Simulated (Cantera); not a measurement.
Input (Python, Cantera) and output of one run.

```python
import numpy as np
import cantera as ct

gas_names = """
    CL CL2 H HCL H2 N NH NH2 NH3 N2 N2H2 N2H4 Si SiCL SiCL2 SiCL3 SiCL4 SiH SiHCL3 SiH2 SiH2CL2 SiH3
    SiH3CL SiH4 SiN Si2 Si2N Si3
""".split()
cond_names = """
    NH4CL(a) NH4CL(b) Si(cr) Si(L) Si3N4(a)
""".split()


# ... load() reads the species with a 1 bar reference pressure and builds the phases ...
atoms = {
    'Si2H6': {'Si': 2, 'H': 6},
    'Cl2': {'CL': 2},
    'N2': {'N': 2},
}
top_T = {'Si3N4(a)': 2400}  # K; cautious upper limits of use, not melting points


# ... equilibrate(T, P, feed) seeds the gas with the atoms and calls Mixture.equilibrate('TP', solver="vcs", rtol=1e-11, max_steps=5000) ...
results = []
feed = {'Si2H6': 1, 'Cl2': 0.027, 'N2': 8.7}  # mol
T = 1500  # K
P = 1000  # Pa
mix = equilibrate(T, P, feed)
results.append((T, P, feed, dict(zip(mix.species_names, mix.species_moles))))
x = sorted(zip(gas.X, gas.species_names), reverse=True)
print(f"T = {T:g} K  P = {P:g} Pa  gas = {mix.phase_moles(0):.4g} mol")
print("   x: " + "  ".join(f"{s} {v:.3e}" for v, s in x if v > 0.0001))
print("   condensed (mol): " + ("  ".join(f"{mix.phase(i).name} {mix.phase_moles(i):.4g}"
      for i in range(1, mix.n_phases) if mix.phase_moles(i) > 1e-12) or "none"))
```

Output:

```
T = 1500 K  P = 1000 Pa  gas = 10.39 mol
   x: N2 7.087e-01  H2 2.860e-01  HCL 5.172e-03
   condensed (mol): Si3N4(a) 0.6666
```

Equilibrium computed with Cantera from the NASA thermochemical tables; the gas is ideal and each condensed phase is pure. The feed counts by its element totals alone.
